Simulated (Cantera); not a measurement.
An adiabatic, constant-pressure homogeneous reactor starts with 14.0 % CH₄, 17.6 % O₂, 66.0 % N₂, 2.39 % H₂O, at 1300 K and 2700000 Pa.

Model: GRI-Mech 3.0 (53 species, 325 reactions), integrated in Cantera. The pressure lies above the range GRI-Mech 3.0 was tuned for (to about 10 atm).

One state of this run: T (K) = 2594; x CH₄ = 6.90e-10; x O₂ = 1.22e-5; x H₂O = 0.181; x C₂H = <1e-12; x C₂H₆ = <1e-12; x CH₂ = 1.16e-11; x CH₂O = 9.75e-8. x: mole fraction; the columns are a selection and need not sum to one.

Question: Which value of t (s) does it belong to?
(A) 1.00e-6
(B) 0.00173
(C) 1.20e-5
(D) 0.000500

Answer: B, 0.00173
